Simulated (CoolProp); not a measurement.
Vapour-liquid equilibrium of R143a (1) + isobutene (2) at 90.5 kPa; x and y are mole fractions of (1).

Model: multi-fluid Helmholtz-energy mixture model, Lemmon and Jacobsen 2000 and Lemmon 2005; pair parameters Bell 2016, in CoolProp.

**Question.** Give the bubble temperature and the first vapour's composition at x = 0.15, 0.65, 0.95. Is there an azeotrope?

**Answer.** x = 0.15: 239.7 K, y = 0.685; x = 0.65: 227.4 K, y = 0.887; x = 0.95: 224.1 K, y = 0.977. No azeotrope shows between x = 0.05 and 0.95.

The pair parameters rest on a limited set of measurements; away from them the model extrapolates. With so large a gap from Raoult's law the liquid may split in two, which this calculation doesn't test in full.
